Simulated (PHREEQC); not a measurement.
1 kg of water holding 0.21 mol/kgw KHCO3, 0.023 mol/kgw KCl and 0.0042 mol/kgw K2SO4 is evaporated at 30 °C; the solids stay in contact with the brine. CO2 is held at log p = -3.4 (atm). Solids allowed: Arcanite, Kalicinite, Misenite, Sylvite. Others were left out.

Equilibrium calculation in PHREEQC: Pitzer model, pitzer.dat.

| water left (kg) | ionic strength | water activity | Kalicinite (mol) | Sylvite (mol) |
|---|---|---|---|---|
| 1.001 | 0.318 | 0.994 | 0 | 0 |
| 0.5566 | 0.586 | 0.989 | 0 | 0 |
| 0.3098 | 1.07 | ___ | 0 | 0 |
| 0.1727 | 1.95 | 0.968 | 0 | 0 |
| 0.09667 | 3.52 | 0.941 | 0 | 0 |
| 0.05443 | 6.28 | 0.887 | 0 | 0 |
| 0.03097 | 10.7 | ___ | 0 | 0 |
| 0.01748 | 14.2 | 0.678 | ___ | 0 |
| 0.009662 | 14.2 | 0.675 | ___ | ___ |
| 0.005337 | 14.2 | 0.675 | 0.163 | 0.0150 |

Question: Some entries are withheld; supply them.

Answer: 
- 0.3098, water activity: 0.982
- 0.03097, water activity: 0.779
- 0.01748, Kalicinite (mol): 0.0547
- 0.009662, Kalicinite (mol): 0.125
- 0.009662, Sylvite (mol): 0.00852
